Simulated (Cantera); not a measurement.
## Silicon carbide growth: SiH4 + C3H8 + H2

Input: 1 mol SiH4, 0.0099 mol C3H8, 2.2 mol H2, at 428 Torr.

Equilibrium computed with Cantera from the NASA thermochemical tables; the gas is ideal and each condensed phase is pure. Candidate condensed phases: C, C6H6, C7H8, C8H18, Si, SiC; 87 gas species. Mutual solubility and eutectic melting of coexisting phases are not modelled. Gases not in the tables: Si2H6 and higher silanes. Equilibrium is a limit: real reactors are often held back by kinetics, nucleation or transport.

```csv
T (K),log p H2,log p H,log p Si,log p SiH,log p SiH2,log p Si2C,log p C2H2 (acetylene),log p Si2,n Si(s),n SiC(s),n Si(l)
1225,-0.24,-6.63,-11.46,-10.48,-7.95,<-12,<-12,<-12,0.970,0.0296,0
1325,-0.24,-5.91,-10.03,-9.29,-7.18,<-12,-11.26,<-12,0.970,0.0296,0
1425,-0.24,-5.29,-8.79,-8.27,-6.51,-11.88,-10.24,-11.93,0.970,0.0297,0
1525,-0.24,-4.75,-7.72,-7.38,-5.93,-10.46,-9.35,-10.54,0.970,0.0297,0
1625,-0.24,-4.27,-6.79,-6.61,-5.42,-9.21,-8.58,-9.32,0.970,0.0297,0
1725,-0.24,-3.85,-5.99,-5.96,-5.01,-8.15,-7.83,-8.32,0,0.0297,0.970
1825,-0.24,-3.48,-5.34,-5.44,-4.69,-7.26,-7.05,-7.53,0,0.0297,0.970
1925,-0.24,-3.14,-4.76,-4.97,-4.41,-6.46,-6.36,-6.83,0,0.0296,0.970
2025,-0.25,-2.84,-4.23,-4.55,-4.16,-5.75,-5.73,-6.19,0,0.0296,0.969
2125,-0.25,-2.56,-3.76,-4.17,-3.93,-5.11,-5.17,-5.62,0,0.0295,0.968
2225,-0.25,-2.31,-3.33,-3.83,-3.72,-4.52,-4.65,-5.10,0,0.0291,0.964
2325,-0.25,-2.08,-2.94,-3.52,-3.54,-3.99,-4.19,-4.63,0,0.0278,0.957
2425,-0.26,-1.88,-2.57,-3.23,-3.37,-3.51,-3.76,-4.20,0,0.0243,0.942
```
log p: log10 of the partial pressure in bar; n: condensed amount in mol.

From 1225 K to 1625 K the condensed part is Si(s) + SiC(s). From 1725 K to 2425 K the condensed part is Si(l) + SiC(s). The main Si-bearing gas is SiH4 at 1225 K and Si at 2425 K.
